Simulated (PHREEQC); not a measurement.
A solution holds 0.026 mol NH4Cl and 0.0018 mol NH3 per kg of water, at 25 °C. Closed to the air; pH follows from the charge balance.

Computed with PHREEQC (ion-association model, wateq4f.dat).

This is a speciation only: nothing precipitates in the calculation.

Q: What pH does the model give?

A: pH 8.15.

Q: In which forms is N present?

A: NH4+ 94 %, NH3 6.5 % of the N.
